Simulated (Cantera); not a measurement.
Nitride etching: Si₃N₄ + O₂ + H₂

Charge: 1 mol Si₃N₄, 0.16 mol O₂, 1.5 mol H₂, equilibrated at 1273.15 K and 0.340 bar.

Method: chemical equilibrium by Gibbs-energy minimisation in Cantera with the NASA 1993 tables (ideal gas, pure condensed phases). Candidate condensed phases: H₂O, Si, SiO₂, Si₂N₂O, Si₃N₄; 35 gas species. Mutual solubility and eutectic melting of coexisting phases are not modelled. The numbers say what is thermodynamically allowed, not how fast it happens.

```json
{
 "x(H₂)": "0.934",
 "x(N₂)": "0.0664",
 "x(NH₃)": "1.09e-5",
 "x(H)": "1.18e-6",
 "n(Si₂N₂O(s))": "0.320 mol",
 "n(Si₃N₄(s))": "0.787 mol",
 "gas_amount": "1.607 mol",
 "log10 activity of Si(s) (absent)": "-3.31"
}
```
